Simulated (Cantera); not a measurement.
An adiabatic, constant-volume homogeneous reactor starts with CH4 : O2 : N2 = 1 : 1 : 3.76 (molar parts), at 1123 K and 9.87 atm. Integrator tolerance rtol = 1e-08.

Detailed kinetics in Cantera: GRI-Mech 3.0 (53 species, 325 reactions).

Task: What does this change do: constant pressure in place of constant volume?

Result: 
```json
[
 {"quantity": "time of steepest temperature rise", "before": "17.7 ms", "after": "18.6 ms"},
 {"quantity": "temperature at 7.00 s", "before": "2543 K", "after": "2219 K"},
 {"quantity": "equilibrium temperature", "before": "2543 K", "after": "2219 K"},
 {"quantity": "x(CH4) at 7.00 s", "before": "8.39e-9 (gas-phase equilibrium 9.35e-9)", "after": "5.45e-9 (gas-phase equilibrium 6.14e-9)"},
 {"quantity": "x(O2) at 7.00 s", "before": "1.30e-6 (gas-phase equilibrium 1.30e-6)", "after": "1.00e-7 (gas-phase equilibrium 1.00e-7)"},
 {"quantity": "x(NO) at 7.00 s", "before": "5.20e-5 (gas-phase equilibrium 5.20e-5)", "after": "7.68e-6 (gas-phase equilibrium 7.68e-6)"},
 {"quantity": "x(NO2) at 7.00 s", "before": "5.67e-10 (gas-phase equilibrium 5.67e-10)", "after": "2.08e-11 (gas-phase equilibrium 2.08e-11)"},
 {"quantity": "x(H2) at 7.00 s", "before": "0.163 (gas-phase equilibrium 0.163)", "after": "0.166 (gas-phase equilibrium 0.166)"},
 {"quantity": "x(CO) at 7.00 s", "before": "0.131 (gas-phase equilibrium 0.131)", "after": "0.129 (gas-phase equilibrium 0.129)"},
 {"quantity": "x(H2O) at 7.00 s", "before": "0.131 (gas-phase equilibrium 0.131)", "after": "0.129 (gas-phase equilibrium 0.129)"}
]
```

Task: What does this change do: pressure from 9.87 atm to 1.00 atm?

Result: 
```json
[
 {"quantity": "time of steepest temperature rise", "before": "17.7 ms", "after": "0.198 s"},
 {"quantity": "temperature at 7.00 s", "before": "2543 K", "after": "2508 K"},
 {"quantity": "equilibrium temperature", "before": "2543 K", "after": "2508 K"},
 {"quantity": "x(CH4) at 7.00 s", "before": "8.39e-9 (gas-phase equilibrium 9.35e-9)", "after": "9.37e-11 (gas-phase equilibrium 1.06e-10)"},
 {"quantity": "x(O2) at 7.00 s", "before": "1.30e-6 (gas-phase equilibrium 1.30e-6)", "after": "9.26e-6 (gas-phase equilibrium 9.26e-6)"},
 {"quantity": "x(NO) at 7.00 s", "before": "5.20e-5 (gas-phase equilibrium 5.20e-5)", "after": "0.000130 (gas-phase equilibrium 0.000130)"},
 {"quantity": "x(NO2) at 7.00 s", "before": "5.67e-10 (gas-phase equilibrium 5.67e-10)", "after": "1.24e-9 (gas-phase equilibrium 1.24e-9)"},
 {"quantity": "x(H2) at 7.00 s", "before": "0.163 (gas-phase equilibrium 0.163)", "after": "0.162 (gas-phase equilibrium 0.162)"},
 {"quantity": "x(CO) at 7.00 s", "before": "0.131 (gas-phase equilibrium 0.131)", "after": "0.131 (gas-phase equilibrium 0.131)"},
 {"quantity": "x(H2O) at 7.00 s", "before": "0.131 (gas-phase equilibrium 0.131)", "after": "0.129 (gas-phase equilibrium 0.129)"}
]
```
